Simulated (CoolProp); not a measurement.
o-xylene at 561.35 K and 0.13 MPa is compressed adiabatically to 0.273 MPa with isentropic efficiency 0.8. Each further row changes one setting.

Model: reference Helmholtz-energy equation of state, Zhou 2012, in CoolProp.

```tsv
case	work (kJ/kg)	final temperature (K)	final density (kg/m³)
as stated	?	581.2	?
efficiency 1	?	?	?
efficiency 0.65	?	585.4	?
```

Complete the blanks.


- as stated, work (kJ/kg): 40.2
- as stated, final density (kg/m³): 6.22
- efficiency 1, work (kJ/kg): 32.2
- efficiency 1, final temperature (K): 577.6
- efficiency 1, final density (kg/m³): 6.27
- efficiency 0.65, work (kJ/kg): 49.5
- efficiency 0.65, final density (kg/m³): 6.17
